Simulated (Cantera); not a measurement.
A Cantera script and what it prints.

```python
import numpy as np
import cantera as ct

gas_names = """
    F FO FO2 F2 F2O H HF HOF HO2 H2 H2F2 H2O H2O2 H3F3 H4F4 H5F5 H6F6 H7F7 O OH O2 O3 Si SiF SiF2 SiF3
    SiF4 SiH SiHF3 SiH2 SiH2F2 SiH3 SiH3F SiH4 SiO SiO2 Si2 Si3
""".split()
cond_names = """
    H2O(s) H2O(L) Si(cr) Si(L) SiO2(Lqz) SiO2(hqz) SiO2(L)
""".split()


def load(file, names, dense=False):
    # The tables refer to 1 bar. Condensed volumes are neglected.
    table = {s.name: s for s in ct.Species.list_from_file(file)}
    out = []
    for n in names:
        d = dict(table[n].input_data)
        d["thermo"] = dict(d["thermo"], **{"reference-pressure": 1e5})
        if dense:
            d["equation-of-state"] = {"model": "constant-volume", "density": "1e6 g/cm^3"}
        out.append(ct.Species.from_dict(d))
    return out


gas = ct.Solution(thermo="ideal-gas", species=load("nasa_gas.yaml", gas_names))
cond = {s.name: ct.Solution(thermo="fixed-stoichiometry", species=[s], name=s.name)
        for s in load("nasa_condensed.yaml", cond_names, dense=True)}
atoms = {
    'SiF4': {'Si': 1, 'F': 4},
    'H2O': {'H': 2, 'O': 1},
    'H2': {'H': 2},
}
top_T = {}  # K; cautious upper limits of use, not melting points


def equilibrate(T, P, feed):
    n = {}
    for name, mol in feed.items():
        for a, k in atoms[name].items():
            n[a] = n.get(a, 0.0) + k * mol
    gas.TPX = T, P, n
    mass = sum(n.values()) * gas.mean_molecular_weight
    gas.equilibrate("TP")
    valid = [c for c in cond.values() if c.min_temp <= T <= top_T.get(c.name, c.max_temp)]
    mix = ct.Mixture([(gas, mass / gas.mean_molecular_weight)] + [(c, 0.0) for c in valid])
    mix.T, mix.P = T, P
    mix.equilibrate("TP", solver="vcs", rtol=1e-11, max_steps=5000)
    return mix


results = []
feed = {'SiF4': 1, 'H2O': 0.97, 'H2': 0.27}  # mol
P = 7.8  # Pa
for T in [1273, 1298, 1323, 1348, 1373, 1398, 1423, 1448, 1473, 1498, 1523, 1548, 1573, 1598]:
    mix = equilibrate(T, P, feed)
    results.append((T, P, feed, dict(zip(mix.species_names, mix.species_moles))))

top = {s: max(r[3][s] / sum(r[3][g] for g in gas_names) for r in results) for s in gas_names}
cols = sorted((s for s in top if top[s] > 0.001), key=lambda s: -top[s])[:9]
seen = [c for c in cond_names if any(r[3].get(c, 0) > 1e-12 for r in results)]
print("log10 of partial pressures in bar; condensed amounts in mol")
print(f"{'T/K':>10s}" + "".join(f"{s[:9]:>10s}" for s in cols + seen))
for T, P, feed, n in results:
    ng = sum(n[g] for g in gas_names)
    print(f"{T:10.4g}" + "".join(f"{np.log10(max(n[s] / ng * P / 1e5, 1e-99)):10.3f}" for s in cols)
          + "".join(f"{n.get(c, 0):10.4g}" for c in seen))
```

Output:

```
log10 of partial pressures in bar; condensed amounts in mol
       T/K        HF      SiF4        H2       SiO      SiF3       H2O         H SiO2(hqz)
      1273    -4.261    -4.825    -5.111   -10.866    -8.164    -6.387    -8.702    0.4779
      1298    -4.260    -4.825    -5.111   -10.393    -7.967    -6.429    -8.526    0.4785
      1323    -4.260    -4.826    -5.112    -9.939    -7.778    -6.469    -8.356    0.4791
      1348    -4.259    -4.827    -5.112    -9.501    -7.596    -6.508    -8.192    0.4796
      1373    -4.259    -4.828    -5.113    -9.081    -7.420    -6.545    -8.034      0.48
      1398    -4.259    -4.829    -5.113    -8.676    -7.252    -6.581    -7.882    0.4804
      1423    -4.258    -4.830    -5.115    -8.286    -7.090    -6.616    -7.735    0.4807
      1448    -4.258    -4.832    -5.117    -7.911    -6.935    -6.649    -7.594    0.4809
      1473    -4.257    -4.834    -5.119    -7.551    -6.786    -6.680    -7.458    0.4809
      1498    -4.256    -4.837    -5.124    -7.206    -6.645    -6.710    -7.327    0.4805
      1523    -4.255    -4.842    -5.132    -6.877    -6.512    -6.737    -7.202    0.4795
      1548    -4.254    -4.849    -5.146    -6.568    -6.389    -6.760    -7.084    0.4772
      1573    -4.251    -4.859    -5.169    -6.282    -6.280    -6.780    -6.975    0.4728
      1598    -4.248    -4.874    -5.207    -6.026    -6.189    -6.793    -6.877    0.4653
```

Cantera equilibrium calculation (NASA polynomials, part measured and part estimated; ideal gas, pure solids and liquids). The tables' values for SiF3, SiF2 are old estimates; treat these amounts as uncertain. The tables hold silica as quartz up to 1696 K and as liquid above; real silica turns to tridymite and cristobalite and melts near 1996 K.
